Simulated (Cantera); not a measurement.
What does this Cantera script print?

```python
import numpy as np
import cantera as ct

gas = ct.Solution("gri30.yaml", transport_model="multicomponent")
show = ['OH', 'CH4', 'NO']

rows = []
print(f"{'T/K':>7s}{'rho':>11s}{'cp':>10s}{'mu':>11s}{'lambda':>11s}{'Pr':>7s}" + "".join(f"{'D_' + s:>11s}" for s in show))
for T in [400, 650, 900, 1150, 1400, 1650, 1900, 2150]:
    gas.TPX = T, 3700, {'C2H2': 0.71, 'H2': 0.11, 'CH4': 0.06, 'C2H6': 0.076}
    Pr = gas.cp_mass * gas.viscosity / gas.thermal_conductivity
    D = [gas.mix_diff_coeffs_mole[gas.species_index(s)] for s in show]
    rows.append([gas.density, gas.cp_mass, gas.viscosity, gas.thermal_conductivity, Pr, *D])
    print(f"{T:7g}{gas.density:11.4e}{gas.cp_mass:10.1f}{gas.viscosity:11.4e}"
          f"{gas.thermal_conductivity:11.4e}{Pr:7.3f}" + "".join(f"{d:11.4e}" for d in D))
print("SI units: kg/m3, J/kg/K, Pa s, W/m/K, m2/s")
```

Result:

```
    T/K        rho        cp         mu     lambda     Pr       D_OH      D_CH4       D_NO
    400 2.5551e-02    2108.4 1.3640e-05 4.5549e-02  0.631 1.2663e-03 8.9515e-04 8.3631e-04
    650 1.5724e-02    2552.7 2.0124e-05 7.8148e-02  0.657 2.9329e-03 2.1141e-03 1.9488e-03
    900 1.1356e-02    2864.6 2.5518e-05 1.0974e-01  0.666 5.0872e-03 3.6973e-03 3.3885e-03
   1150 8.8875e-03    3114.9 3.0260e-05 1.4068e-01  0.670 7.6720e-03 5.5990e-03 5.1164e-03
   1400 7.3004e-03    3308.4 3.4565e-05 1.7043e-01  0.671 1.0651e-02 7.7906e-03 7.1076e-03
   1650 6.1943e-03    3457.8 3.8554e-05 1.9876e-01  0.671 1.3997e-02 1.0252e-02 9.3443e-03
   1900 5.3793e-03    3573.4 4.2304e-05 2.2567e-01  0.670 1.7691e-02 1.2968e-02 1.1813e-02
   2150 4.7538e-03    3663.6 4.5866e-05 2.5125e-01  0.669 2.1716e-02 1.5928e-02 1.4503e-02
SI units: kg/m3, J/kg/K, Pa s, W/m/K, m2/s
```

Computed with Cantera and GRI-Mech 3.0 (53 species, 325 reactions). The composition is frozen, though it would react at the higher temperatures.
